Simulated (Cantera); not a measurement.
A diamond (100) surface in a fixed gas of H2 with x(CH4) = 0.0031, x(H) = 0.025, x(CH3) = 3.5e-05, at 1100 K; coverages are run to steady state.

Cantera simulation using the Harris–Goodwin 1993 mechanism for the reconstructed diamond (100) surface; the numbers are that mechanism's predictions, not measurements.

θ: site fractions in the mechanism's names (c6HH fully hydrogenated, c6H* and c6*H radical sites, c6** diradical, c6HM methylated).

| P (Pa) | growth (µm/h) | θ c6HH | θ c6H* | θ c6*H | θ c6** | θ c6HM |
|---|---|---|---|---|---|---|
| 1500 | [?] | 0.511 | 0.0280 | 0.442 | 0.0185 | 0.000415 |
| 2100 | [?] | 0.511 | 0.0280 | 0.442 | 0.0185 | 0.000440 |
| 3000 | [?] | 0.511 | 0.0281 | 0.442 | 0.0186 | 0.000461 |
| 4200 | [?] | 0.511 | 0.0281 | 0.442 | 0.0186 | 0.000476 |
| 6000 | [?] | 0.511 | 0.0282 | 0.442 | 0.0186 | 0.000488 |
| 8600 | [?] | 0.511 | 0.0284 | 0.442 | 0.0186 | 0.000497 |
| 12000 | [?] | 0.511 | 0.0285 | 0.441 | 0.0186 | 0.000503 |
| 18000 | [?] | 0.511 | 0.0289 | 0.441 | 0.0187 | 0.000509 |

Question: Fill in the missing entries.

Answer: 
- 1500, growth (µm/h): 0.339
- 2100, growth (µm/h): 0.501
- 3000, growth (µm/h): 0.748
- 4200, growth (µm/h): 1.08
- 6000, growth (µm/h): 1.58
- 8600, growth (µm/h): 2.31
- 12000, growth (µm/h): 3.26
- 18000, growth (µm/h): 4.95
